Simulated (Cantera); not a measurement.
An adiabatic, constant-pressure homogeneous reactor starts with 46.5 % CO, 3.68 % H2, 10.5 % O2, 39.3 % N2, at 1473 K and 21000 Torr.

Computed with Cantera and GRI-Mech 3.0 (53 species, 325 reactions). The hydrogen kinetics of GRI-Mech 3.0 are dated; newer H2 mechanisms differ, most at raised pressure. The pressure lies above the range GRI-Mech 3.0 was tuned for (to about 10 atm).

Task: Predict: time of steepest temperature rise; temperature at 9.00 s; equilibrium temperature; x(CO) at 9.00 s; x(H2) at 9.00 s; x(O2) at 9.00 s; x(NO) at 9.00 s; x(CO2) at 9.00 s.

Result: 
| Item | Result |
|---|---|
| time of steepest temperature rise | 2.08 µs |
| temperature at 9.00 s | 2949 K |
| equilibrium temperature | 2949 K |
| x(CO) at 9.00 s | 0.323 (gas-phase equilibrium 0.323) |
| x(H2) at 9.00 s | 0.00713 (gas-phase equilibrium 0.00713) |
| x(O2) at 9.00 s | 0.000977 (gas-phase equilibrium 0.000977) |
| x(NO) at 9.00 s | 0.00228 (gas-phase equilibrium 0.00228) |
| x(CO2) at 9.00 s | 0.194 (gas-phase equilibrium 0.194) |
